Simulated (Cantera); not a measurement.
An isothermal, constant-pressure homogeneous reactor starts with 20.8 % NO, 79.2 % N₂, at 1450 K and 0.987 atm.

Computed with Cantera and GRI-Mech 3.0 (53 species, 325 reactions).

**Question.** Predict: x(NO) at 200 s; x(N₂O) at 200 s; x(O) at 200 s; x(NO₂) at 200 s; x(N₂) at 200 s.

**Answer.** 
```json
{
  "x(NO) at 200 s": "0.149 (gas-phase equilibrium 0.000716)",
  "x(N₂O) at 200 s": "7.14e-6 (gas-phase equilibrium 4.76e-8)",
  "x(O) at 200 s": "3.52e-7 (gas-phase equilibrium 6.51e-7)",
  "x(NO₂) at 200 s": "0.000351 (gas-phase equilibrium 3.15e-6)",
  "x(N₂) at 200 s": "0.821 (gas-phase equilibrium 0.895)"
}
```
